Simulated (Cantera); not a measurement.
**Thermal oxidation and active oxidation of silicon: Si + CO₂ + H₂**

Charge: 1 mol Si, 0.028 mol CO₂, 41 mol H₂, at 89000 Pa.

These are equilibrium values from Cantera (NASA tables, ideal gas, pure condensed phases), not measurements of a reactor. Candidate condensed phases: C, C₆H₆, C₇H₈, C₈H₁₈, H₂O, Si, SiC, SiO₂; 123 gas species. Mutual solubility and eutectic melting of coexisting phases are not modelled. Gases not in the tables: Si₂H₆ and higher silanes. The numbers say what is thermodynamically allowed, not how fast it happens.

```json
[
 {"T (°C)": "1400", "x H₂": "0.998", "x H": "0.000121", "x SiO": "0.00130", "x Si": "4.69e-7", "n Si(s)": "0.921", "n SiC(s)": "0.0249", "n Si(l)": "0"},
 {"T (°C)": "1450", "x H₂": "0.998", "x H": "0.000193", "x SiO": "0.00128", "x Si": "1.10e-6", "n Si(s)": "0", "n SiC(s)": "0.0241", "n Si(l)": "0.922"},
 {"T (°C)": "1500", "x H₂": "0.998", "x H": "0.000301", "x SiO": "0.00125", "x Si": "2.39e-6", "n Si(s)": "0", "n SiC(s)": "0.0228", "n Si(l)": "0.924"},
 {"T (°C)": "1550", "x H₂": "0.998", "x H": "0.000459", "x SiO": "0.00122", "x Si": "4.97e-6", "n Si(s)": "0", "n SiC(s)": "0.0213", "n Si(l)": "0.927"},
 {"T (°C)": "1600", "x H₂": "0.998", "x H": "0.000683", "x SiO": "0.00117", "x Si": "9.91e-6", "n Si(s)": "0", "n SiC(s)": "0.0194", "n Si(l)": "0.930"},
 {"T (°C)": "1650", "x H₂": "0.998", "x H": "0.000997", "x SiO": "0.00112", "x Si": "1.91e-5", "n Si(s)": "0", "n SiC(s)": "0.0172", "n Si(l)": "0.932"},
 {"T (°C)": "1700", "x H₂": "0.997", "x H": "0.00143", "x SiO": "0.00106", "x Si": "3.55e-5", "n Si(s)": "0", "n SiC(s)": "0.0147", "n Si(l)": "0.935"},
 {"T (°C)": "1750", "x H₂": "0.996", "x H": "0.00201", "x SiO": "0.001000", "x Si": "6.39e-5", "n Si(s)": "0", "n SiC(s)": "0.0119", "n Si(l)": "0.938"},
 {"T (°C)": "1800", "x H₂": "0.995", "x H": "0.00278", "x SiO": "0.000931", "x Si": "0.000112", "n Si(s)": "0", "n SiC(s)": "0.00868", "n Si(l)": "0.939"},
 {"T (°C)": "1850", "x H₂": "0.994", "x H": "0.00379", "x SiO": "0.000860", "x Si": "0.000191", "n Si(s)": "0", "n SiC(s)": "0.00507", "n Si(l)": "0.938"},
 {"T (°C)": "1900", "x H₂": "0.993", "x H": "0.00510", "x SiO": "0.000788", "x Si": "0.000318", "n Si(s)": "0", "n SiC(s)": "0.000899", "n Si(l)": "0.935"},
 {"T (°C)": "1950", "x H₂": "0.991", "x H": "0.00676", "x SiO": "0.000782", "x Si": "0.000517", "n Si(s)": "0", "n SiC(s)": "0", "n Si(l)": "0.921"},
 {"T (°C)": "2000", "x H₂": "0.988", "x H": "0.00885", "x SiO": "0.000794", "x Si": "0.000822", "n Si(s)": "0", "n SiC(s)": "0", "n Si(l)": "0.899"}
]
```
x: gas mole fraction; n: condensed amount in mol.

At 1400 °C the condensed part is Si(s) + SiC(s). From 1450 °C to 1900 °C the condensed part is Si(l) + SiC(s). From 1950 °C to 2000 °C the condensed part is Si(l). The main Si-bearing gas is SiO at 1400 °C and Si at 2000 °C.
